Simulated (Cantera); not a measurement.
Predominance diagram of Mg at 800 K against the partial pressures of O₂ and Br₂ (log10, bar). Standard-state values (1 bar) from the NASA 1993 polynomials, evaluated with Cantera. Candidates: Mg(s), MgBr₂(s), MgO(s). Only these pure phases compete in this equilibrium. Not in the tables: oxide halides.

Problem. Which phase is stable at these pairs, and which metal-bearing vapour leads over it? (-9, -22.5); (-13.5, -12.5); (-27, -5); (-22.5, -10); (-3, -12.5); (-1.5, -10); (-4.5, 0)

Solution. 
```
log p(O₂)  log p(Br₂)     phase  chief vapour  log p (bar)
---------  ----------  --------  ------------  -----------
-9              -22.5    MgO(s)         MgBr₂        -28.7
-13.5           -12.5    MgO(s)         MgBr₂        -16.4
-27                -5  MgBr₂(s)         MgBr₂         -5.2
-22.5             -10    MgO(s)         MgBr₂         -9.4
-3              -12.5    MgO(s)         MgBr₂        -21.7
-1.5              -10    MgO(s)         MgBr₂        -19.9
-4.5                0    MgO(s)         MgBr₂         -8.4
```
